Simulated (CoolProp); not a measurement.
Isopentane along the isobar 4.35 MPa: density (kg/m³) from the reference equation and from simpler models built on Tc = 460.3 K, pc = 3.378 MPa, ω = 0.227; each cubic takes its own stable root.

Model: reference Helmholtz-energy equation of state, Lemmon 2006, in CoolProp. It is a short technical equation, of lower accuracy than the large ones.

| T (K) | phase | reference |
|---|---|---|
| 244 | liquid | 671.0 |
| 272.4 | liquid | 645.2 |
| 300.9 | liquid | 618.2 |
| 329.3 | liquid | 589.6 |
| 357.8 | liquid | 558.3 |
| 386.2 | liquid | 523.2 |
| 414.7 | liquid | 481.3 |
| 443.1 | liquid | 425.8 |
| 471.6 | supercritical | 313.5 |
| 500 | supercritical | 135.5 |

How far does each simpler model (Redlich-Kwong, Soave-Redlich-Kwong, Peng-Robinson) lie from the reference over these 10 states: mean and median of the absolute difference, and the worst?


- Redlich-Kwong: mean 10.7 %, median 10.0 %, worst -15.9 % at 443.1 K and 4.35 MPa
- Soave-Redlich-Kwong: mean 9.1 %, median 7.2 %, worst -19.3 % at 471.6 K and 4.35 MPa
- Peng-Robinson: mean 4.7 %, median 4.6 %, worst -12.2 % at 471.6 K and 4.35 MPa
